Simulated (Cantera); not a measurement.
A closed system holds: 1 mol SiCl4, 0.0056 mol Cl2, 5.6 mol N2, at 1275 °C and 130 Pa.

Cantera equilibrium calculation (NASA polynomials, part measured and part estimated; ideal gas, pure solids and liquids). Candidate condensed phases: Si, Si3N4; 13 gas species. The tables' values for SiCl3 are old estimates; treat these amounts as uncertain. Rates play no part.

Base state: N2 0.824, SiCl4 0.125, Cl 0.0287, SiCl3 0.0160, SiCl2 0.00570, Cl2 0.000168 (mole fractions); condensed: gas only.

**Question.** What changes in the equilibrium state with this change: pressure from 130 Pa to 2700 Pa?

**Answer.** 
| species | before | after |
|---|---|---|
| N2 | 0.824 | 0.843 |
| SiCl4 | 0.125 | 0.146 |
| Cl | 0.0287 | 0.00618 |
| SiCl3 | 0.0160 | 0.00416 |
| SiCl2 | 0.00570 | 0.000332 |
| Cl2 | 0.000168 | 0.000162 |
